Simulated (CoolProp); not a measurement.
Properties of ethanol along the isobar 13.4 MPa.

Model: reference Helmholtz-energy equation of state, Schroeder 2014, in CoolProp.

| T (K) | phase | Z | conductivity (mW/(m K)) | fugacity coefficient |
|---|---|---|---|---|
| 506.1 | liquid | 0.2713 | 138 | 0.3417 |
| 513.7 | liquid | 0.2764 | 137 | 0.3742 |
| 521.3 | supercritical | 0.2832 | 135 | 0.4073 |
| 528.9 | supercritical | 0.2925 | 134 | 0.4408 |
| 536.5 | supercritical | 0.3051 | 133 | 0.4744 |
| 544.1 | supercritical | 0.3222 | 131 | 0.5075 |
| 551.7 | supercritical | 0.3449 | 129 | 0.5397 |
| 559.2 | supercritical | 0.3731 | 126 | 0.5701 |
| 566.8 | supercritical | 0.4080 | 122 | 0.5992 |
| 574.4 | supercritical | 0.4485 | 117 | 0.6263 |
| 582 | supercritical | 0.4917 | 112 | 0.6512 |
| 589.6 | supercritical | 0.5341 | 108 | 0.6740 |
| 597.2 | supercritical | 0.5736 | 103 | 0.6949 |
| 604.8 | supercritical | 0.6094 | 100 | 0.7140 |
| 612.4 | supercritical | 0.6415 | 97.4 | 0.7315 |
| 620 | supercritical | 0.6701 | 95.3 | 0.7477 |

Thermal conductivity comes from a separate model (Assael 2013).
